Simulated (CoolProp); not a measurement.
A Linde-Hampson liquefier for dry air: isothermal reversible compression at 300 K from 1 atm to 20 MPa, throttling to 1 atm, return gas leaving the recuperator 2 K below the feed. Each further row changes one setting.

Model: reference Helmholtz-energy equation of state, Lemmon 2000, in CoolProp. It is a pseudo-pure fit of the blend.

```csv
case,liquid yield per pass,compression work (kJ/kg of gas)
as stated,?,454
high pressure 40 MPa,?,520
warm-end temperature 330 K,?,502
warm-end gap 7 K,0.065,454
```

Problem. Fill in the missing entries.

Solution. 
- as stated, liquid yield per pass: 0.076
- high pressure 40 MPa, liquid yield per pass: 0.101
- warm-end temperature 330 K, liquid yield per pass: 0.056
